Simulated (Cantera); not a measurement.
# Si + HCl (silicon etching in halogen gases)

Input: 1 mol Si, a varied amount of HCl, at 675 °C and 0.0120 bar.

These are equilibrium values from Cantera (NASA tables, ideal gas, pure condensed phases), not measurements of a reactor. Candidate condensed phases: Si; 19 gas species. The tables' values for SiCl3 are old estimates; treat these amounts as uncertain. The numbers say what is thermodynamically allowed, not how fast it happens.

At 3.6 mol HCl the condensed part is Si(s). From 5 mol HCl to 19 mol HCl nothing is condensed. The main Si-bearing gas is SiCl4 throughout.

| n(HCl) (mol) | x HCl | x H2 | x SiCl4 | x SiHCl3 | x SiCl3 | x SiCl2 | x SiH2Cl2 | n Si(s) |
|---|---|---|---|---|---|---|---|---|
| 3.6 | 0.0241 | 0.637 | 0.298 | 0.0355 | 0.00349 | 0.00139 | 0.000429 | 0.0875 |
| 5 | 0.252 | 0.498 | 0.248 | 0.00220 | 0.000245 | 8.20e-6 | 1.98e-6 | 0 |
| 6.3 | 0.435 | 0.377 | 0.188 | 0.000734 | 9.39e-5 | 1.59e-6 | 2.90e-7 | 0 |
| 7.7 | 0.553 | 0.298 | 0.149 | 0.000362 | 5.21e-5 | 6.16e-7 | 8.92e-8 | 0 |
| 9.1 | 0.630 | 0.247 | 0.123 | 0.000218 | 3.44e-5 | 3.25e-7 | 3.89e-8 | 0 |
| 10 | 0.667 | 0.222 | 0.111 | 0.000167 | 2.78e-5 | 2.35e-7 | 2.53e-8 | 0 |
| 12 | 0.727 | 0.182 | 0.0908 | 0.000102 | 1.89e-5 | 1.32e-7 | 1.17e-8 | 0 |
| 13 | 0.750 | 0.167 | 0.0832 | 8.34e-5 | 1.60e-5 | 1.05e-7 | 8.45e-9 | 0 |
| 15 | 0.786 | 0.143 | 0.0714 | 5.85e-5 | 1.22e-5 | 7.00e-8 | 4.85e-9 | 0 |
| 16 | 0.800 | 0.133 | 0.0666 | 5.00e-5 | 1.08e-5 | 5.88e-8 | 3.81e-9 | 0 |
| 17 | 0.813 | 0.125 | 0.0624 | 4.33e-5 | 9.62e-6 | 5.01e-8 | 3.04e-9 | 0 |
| 19 | 0.833 | 0.111 | 0.0555 | 3.34e-5 | 7.87e-6 | 3.77e-8 | 2.03e-9 | 0 |
x: gas mole fraction; n: condensed amount in mol.
